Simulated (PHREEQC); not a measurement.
Copper plating or etch bath

Solution (28 °C): 20 mmol/kgw Cu(BF4)2, 1.7 mmol/kgw HBF4 and 0.19 mmol/kgw NaCl. Closed to the air; pH follows from the charge balance.

Computed with PHREEQC (ion-association model, phreeqc.dat).

Each row changes one thing in this solution. No solid was allowed to form.

```
case                                    pH  ionic strength (mol/kgw)  BF4- (mol/kgw)  HF (mol/kgw)  BF3OH- (mol/kgw)  F- (mol/kgw)  SI of Halite (NaCl)
------------------------------------  ----  ------------------------  --------------  ------------  ----------------  ------------  -------------------
as made                               2.62                    0.0623          0.0375       0.00636           0.00227       0.00214                -9.22
NaCl from 0.00019 to 0.0019 mol/kgw   2.62                    0.0639          0.0375       0.00635           0.00227       0.00214                -7.22
Cu(BF4)2 left out                     2.75                   0.00204        0.000689       0.00261          0.000103      0.000984                -9.06
NaCl from 0.00019 to 1.9e-05 mol/kgw  2.62                    0.0621          0.0375       0.00636           0.00227       0.00214               -11.22
```

Complexes and solids missing from the database can't appear. Real BF4- forms and hydrolyses slowly; the run takes it at equilibrium.
